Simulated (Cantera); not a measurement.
What does this Cantera script print?

```python
import numpy as np
import cantera as ct

gas_names = """
    H HNO HNO2 HNO3 HO2 H2 H2O H2O2 N NH NH2 NH3 NH2OH NO NO2 NO3 N2 N2H2 N2H4 N2O O OH O2 O3 Zr ZrN ZrO
    ZrO2
""".split()
cond_names = """
    H2O(s) H2O(L) Zr(a) Zr(b) Zr(L) ZrN(s) ZrN(L) ZrO2(a) ZrO2(b) ZrO2(L)
""".split()


def load(file, names, dense=False):
    # The tables refer to 1 bar. Condensed volumes are neglected.
    table = {s.name: s for s in ct.Species.list_from_file(file)}
    out = []
    for n in names:
        d = dict(table[n].input_data)
        d["thermo"] = dict(d["thermo"], **{"reference-pressure": 1e5})
        if dense:
            d["equation-of-state"] = {"model": "constant-volume", "density": "1e6 g/cm^3"}
        out.append(ct.Species.from_dict(d))
    return out


gas = ct.Solution(thermo="ideal-gas", species=load("nasa_gas.yaml", gas_names))
cond = {s.name: ct.Solution(thermo="fixed-stoichiometry", species=[s], name=s.name)
        for s in load("nasa_condensed.yaml", cond_names, dense=True)}
atoms = {
    'ZrO2': {'Zr': 1, 'O': 2},
    'H2': {'H': 2},
    'N2': {'N': 2},
}
top_T = {}  # K; cautious upper limits of use, not melting points


def equilibrate(T, P, feed):
    n = {}
    for name, mol in feed.items():
        for a, k in atoms[name].items():
            n[a] = n.get(a, 0.0) + k * mol
    gas.TPX = T, P, n
    mass = sum(n.values()) * gas.mean_molecular_weight
    gas.equilibrate("TP")
    valid = [c for c in cond.values() if c.min_temp <= T <= top_T.get(c.name, c.max_temp)]
    mix = ct.Mixture([(gas, mass / gas.mean_molecular_weight)] + [(c, 0.0) for c in valid])
    mix.T, mix.P = T, P
    mix.equilibrate("TP", solver="vcs", rtol=1e-11, max_steps=5000)
    return mix


results = []
feed = {'ZrO2': 1, 'H2': 0.34, 'N2': 6.3}  # mol
T = 1350  # K
P = 1000  # Pa
mix = equilibrate(T, P, feed)
results.append((T, P, feed, dict(zip(mix.species_names, mix.species_moles))))
x = sorted(zip(gas.X, gas.species_names), reverse=True)
print(f"T = {T:g} K  P = {P:g} Pa  gas = {mix.phase_moles(0):.4g} mol")
print("   x: " + "  ".join(f"{s} {v:.3e}" for v, s in x if v > 0.0001))
print("   condensed (mol): " + ("  ".join(f"{mix.phase(i).name} {mix.phase_moles(i):.4g}"
      for i in range(1, mix.n_phases) if mix.phase_moles(i) > 1e-12) or "none"))
```

Result:

```
T = 1350 K  P = 1000 Pa  gas = 6.64 mol
   x: N2 9.488e-01  H2 5.120e-02
   condensed (mol): ZrN(s) 5.413e-07  ZrO2(a) 1
```

Cantera equilibrium calculation (NASA polynomials, part measured and part estimated; ideal gas, pure solids and liquids).
